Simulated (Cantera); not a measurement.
Stirred combustor or abatement burner

A perfectly stirred reactor is fed with CH4 : H2 : O2 : N2 = 1 : 0.082 : 1.46 : 5.48 (molar parts), at 0.590 bar; it is adiabatic with a 475 K inlet, and is followed from long to short residence time, starting on the burning branch (τ in s: 0.3, 0.096, 0.031, 0.0097, 0.0031, 0.00099, 0.00031, 0.0001, 3.2e-05, 1e-05).

Detailed kinetics in Cantera: GRI-Mech 3.0 (53 species, 325 reactions).

```csv
τ (s),T (K),x CH4,x H2,x O2,x OH,x H,x CH3
0.30,2100,2.35e-5,0.0617,5.17e-5,0.000698,0.00201,1.21e-5
0.096,2092,3.58e-5,0.0615,0.000110,0.000964,0.00282,2.31e-5
0.031,2081,5.60e-5,0.0613,0.000234,0.00133,0.00396,4.28e-5
0.0097,2066,0.000104,0.0610,0.000514,0.00174,0.00533,8.68e-5
0.0031,2048,0.000231,0.0606,0.00117,0.00207,0.00648,0.000196
0.00099,2021,0.000617,0.0598,0.00297,0.00222,0.00704,0.000495
0.00031,1947,0.00221,0.0585,0.00971,0.00190,0.00630,0.00141
0.00010,475,0.125,0.0102,0.182,<1e-12,<1e-12,<1e-12
3.2e-5,475,0.125,0.0102,0.182,<1e-12,<1e-12,<1e-12
1.0e-5,475,0.125,0.0102,0.182,<1e-12,<1e-12,<1e-12
```
x: mole fraction; the columns are a selection and need not sum to one.
